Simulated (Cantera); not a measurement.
**Equilibrium for metals in furnace atmospheres: Ni + H2S + N2**

Feed: 1 mol Ni, a varied amount of H2S, 15 mol N2, at 1625 K and 1.20 bar.

Cantera equilibrium calculation (NASA polynomials, part measured and part estimated; ideal gas, pure solids and liquids). Candidate condensed phases: Ni, NiS, NiS2, Ni3S2, Ni3S4, S; 17 gas species. Metal and sulfide melt together well below either melting point, which pure phases cannot show. Mutual solubility and eutectic melting of coexisting phases are not modelled. Equilibrium is a limit: real reactors are often held back by kinetics, nucleation or transport.

| n(H2S) (mol) | x N2 | x H2 | x H2S | x S2 | x SH | x H | n Ni(s) | n Ni3S2(l) |
|---|---|---|---|---|---|---|---|---|
| 0.098 | 0.993 | 0.00639 | 9.02e-5 | 3.85e-5 | 1.27e-5 | 5.15e-6 | 0.857 | 0.0476 |
| 0.12 | 0.992 | 0.00782 | 0.000110 | 3.85e-5 | 1.40e-5 | 5.69e-6 | 0.825 | 0.0585 |
| 0.15 | 0.990 | 0.00975 | 0.000138 | 3.85e-5 | 1.57e-5 | 6.36e-6 | 0.780 | 0.0732 |
| 0.19 | 0.987 | 0.0123 | 0.000174 | 3.85e-5 | 1.76e-5 | 7.15e-6 | 0.721 | 0.0930 |
| 0.23 | 0.985 | 0.0149 | 0.000210 | 3.85e-5 | 1.94e-5 | 7.86e-6 | 0.662 | 0.113 |
| 0.29 | 0.981 | 0.0187 | 0.000264 | 3.85e-5 | 2.17e-5 | 8.80e-6 | 0.573 | 0.142 |
| 0.36 | 0.977 | 0.0231 | 0.000326 | 3.85e-5 | 2.41e-5 | 9.79e-6 | 0.470 | 0.177 |
| 0.45 | 0.971 | 0.0287 | 0.000405 | 3.85e-5 | 2.69e-5 | 1.09e-5 | 0.337 | 0.221 |
| 0.56 | 0.964 | 0.0355 | 0.000501 | 3.85e-5 | 2.99e-5 | 1.21e-5 | 0.174 | 0.275 |
| 0.69 | 0.956 | 0.0428 | 0.00115 | 0.000139 | 6.23e-5 | 1.33e-5 | 0 | 0.333 |
| 0.86 | 0.943 | 0.0480 | 0.00593 | 0.00295 | 0.000305 | 1.41e-5 | 0 | 0.333 |
| 1.1 | 0.924 | 0.0564 | 0.0111 | 0.00752 | 0.000527 | 1.53e-5 | 0 | 0.333 |
| 1.3 | 0.910 | 0.0632 | 0.0152 | 0.0112 | 0.000682 | 1.62e-5 | 0 | 0.333 |
x: gas mole fraction; n: condensed amount in mol.

From 0.098 mol H2S to 0.56 mol H2S the condensed part is Ni(s) + Ni3S2(l). From 0.69 mol H2S to 1.3 mol H2S the condensed part is Ni3S2(l). The main Ni-bearing gas is Ni at 0.098 mol H2S and NiS at 1.3 mol H2S.
